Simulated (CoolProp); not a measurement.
Ammonia along the isobar 15500 kPa: density (kg/m³) from the reference equation and from simpler models built on Tc = 132.4 °C, pc = 11360 kPa, ω = 0.256; each cubic takes its own stable root.

The numbers come from the reference Helmholtz-energy equation of state, Gao 2020 in CoolProp.

```tsv
T (°C)	phase	reference	Redlich-Kwong	Soave-Redlich-Kwong
-61.75	liquid	721.5	556.5	567.9
-42.05	liquid	699.2	539.9	552.9
-22.25	liquid	676.0	521.8	536.3
-2.45	liquid	651.7	502.2	518.0
17.35	liquid	626.1	481.0	497.6
37.15	liquid	598.6	457.7	474.6
56.95	liquid	568.8	432.0	448.5
76.75	liquid	535.5	403.1	418.3
```
